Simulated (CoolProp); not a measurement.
n-perfluorohexane along the isotherm 176.85 °C: fugacity coefficient from the reference equation and from simpler models built on Tc = 174.9 °C, pc = 1.742 MPa, ω = 0.497; each cubic takes its own stable root.

The numbers come from the reference Helmholtz-energy equation of state, Gao 2022 in CoolProp.

| p (MPa) | phase | reference |
|---|---|---|
| 0.187 | gas | 0.9632 |
| 0.373 | gas | 0.9269 |
| 0.56 | gas | 0.8907 |
| 0.746 | gas | 0.8550 |
| 0.933 | gas | 0.8191 |
| 1.12 | gas | 0.7832 |
| 1.31 | gas | 0.7465 |
| 1.49 | gas | 0.7110 |
| 1.68 | gas | 0.6720 |
| 1.87 | supercritical | 0.6264 |
| 2.05 | supercritical | 0.5821 |
| 2.24 | supercritical | 0.5424 |
| 2.43 | supercritical | 0.5088 |
| 2.61 | supercritical | 0.4813 |

Problem. How far does each simpler model (van der Waals, Redlich-Kwong, Soave-Redlich-Kwong, Peng-Robinson) lie from the reference over these 14 states: mean and median of the absolute difference, and the worst?

Solution. 
- van der Waals: mean 5.1 %, median 4.8 %, worst +10.7 % at 176.85 °C and 2.61 MPa
- Redlich-Kwong: mean 1.7 %, median 1.3 %, worst +4.3 % at 176.85 °C and 2.61 MPa
- Soave-Redlich-Kwong: mean 2.0 %, median 1.5 %, worst +4.9 % at 176.85 °C and 2.61 MPa
- Peng-Robinson: mean 0.8 %, median 0.9 %, worst -1.4 % at 176.85 °C and 1.49 MPa
